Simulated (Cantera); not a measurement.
What does this Cantera script print?

```python
import numpy as np
import cantera as ct

gas_names = """
    B BH BH2 BH3 BN B2 H H2 N NH NH2 NH3 N2 N2H2 N2H4
""".split()
cond_names = """
    B(b) B(L) BN(s)
""".split()


# ... load() reads the species with a 1 bar reference pressure and builds the phases ...
atoms = {
    'B': {'B': 1},
    'NH3': {'N': 1, 'H': 3},
    'H2': {'H': 2},
}
top_T = {'BN(s)': 3200}  # K; cautious upper limits of use, not melting points


# ... equilibrate(T, P, feed) seeds the gas with the atoms and calls Mixture.equilibrate('TP', solver="vcs", rtol=1e-11, max_steps=5000) ...
results = []
feed = {'B': 1, 'NH3': 16, 'H2': 3.9}  # mol
P = 800  # Pa
for T in [1425, 1500, 1575, 1650, 1725, 1800, 1875, 1950, 2025, 2100, 2175, 2250, 2325, 2400]:
    mix = equilibrate(T, P, feed)
    results.append((T, P, feed, dict(zip(mix.species_names, mix.species_moles))))

top = {s: max(r[3][s] / sum(r[3][g] for g in gas_names) for r in results) for s in gas_names}
cols = sorted((s for s in top if top[s] > 0.001), key=lambda s: -top[s])[:7]
seen = [c for c in cond_names if any(r[3].get(c, 0) > 1e-12 for r in results)]
print("log10 of partial pressures in bar; condensed amounts in mol")
print(f"{'T/K':>10s}" + "".join(f"{s[:9]:>10s}" for s in cols + seen))
for T, P, feed, n in results:
    ng = sum(n[g] for g in gas_names)
    print(f"{T:10.4g}" + "".join(f"{np.log10(max(n[s] / ng * P / 1e5, 1e-99)):10.3f}" for s in cols)
          + "".join(f"{n.get(c, 0):10.4g}" for c in seen))
```

Result:

```
log10 of partial pressures in bar; condensed amounts in mol
       T/K        H2        N2         H         B       BH2      B(b)      B(L)     BN(s)
      1425    -2.200    -2.771    -6.266   -15.940   -10.765         0         0         1
      1500    -2.200    -2.771    -5.855   -14.460    -9.952         0         0         1
      1575    -2.201    -2.771    -5.482   -13.122    -9.217         0         0         1
      1650    -2.201    -2.771    -5.142   -11.907    -8.551         0         0         1
      1725    -2.201    -2.771    -4.832   -10.799    -7.943         0         0    0.9999
      1800    -2.202    -2.772    -4.547    -9.784    -7.387         0         0    0.9998
      1875    -2.204    -2.772    -4.285    -8.851    -6.877         0         0    0.9994
      1950    -2.206    -2.773    -4.044    -7.990    -6.408         0         0    0.9982
      2025    -2.210    -2.775    -3.821    -7.194    -5.975         0         0    0.9949
      2100    -2.216    -2.777    -3.614    -6.455    -5.576         0         0    0.9862
      2175    -2.225    -2.780    -3.424    -5.767    -5.208         0         0     0.963
      2250    -2.244    -2.765    -3.251    -5.272    -5.021    0.9282         0         0
      2325    -2.262    -2.772    -3.090    -4.859    -4.898    0.8691         0         0
      2400    -2.287    -2.783    -2.942    -4.496    -4.814         0    0.7602         0
```

Method: chemical equilibrium by Gibbs-energy minimisation in Cantera with the NASA 1993 tables (ideal gas, pure condensed phases). The tables' values for BH2 are old estimates; treat these amounts as uncertain.
